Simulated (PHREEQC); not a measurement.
Model water analysis in mmol/kgw, 5 °C, pH 6.77, pe 9.6: Na 0.0118; K 0.0429; Ca 0.0318; Mg 0.00478; Cl 0.0608; S(6) 0.0336; Alkalinity (meq/kgw) 0.00256; Ba 0.000214; Zn 2.31e-05; Br 0.00257; O(0) (counted as O atoms) 0.000456; N(5) 0.000296.

Valence states are taken as typed.

The numbers come from PHREEQC with the ion-association model, phreeqc.dat.

Precipitation was switched off in this run.

### Question
Predict the charge-balance error.

### Answer
charge-balance error -1.9 %.

### Question
In which forms is C present?

### Answer
HCO3- 65 %, CO2 35 % of the C.

Species that the database lacks are ignored. At this temperature some constants are extrapolated from 25 °C, and those without enthalpy data are left unchanged.
